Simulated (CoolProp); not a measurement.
Computed with CoolProp (reference Helmholtz-energy equation of state, Gao 2020).

**Question.** Give the vapour pressure (bar), vapour density (kg/m³), enthalpy of vaporisation (kJ/kg), liquid cp (kJ/(kg K)) of saturated ammonia at 208.5, 231 K.

**Answer.** 
```json
[
 {"T (K)": "208.5", "p (bar)": "0.160", "vapour density (kg/m³)": "0.158", "enthalpy of vaporisation (kJ/kg)": "1460", "liquid cp (kJ/(kg K))": "4.35"},
 {"T (K)": "231", "p (bar)": "0.638", "vapour density (kg/m³)": "0.577", "enthalpy of vaporisation (kJ/kg)": "1400", "liquid cp (kJ/(kg K))": "4.43"}
]
```
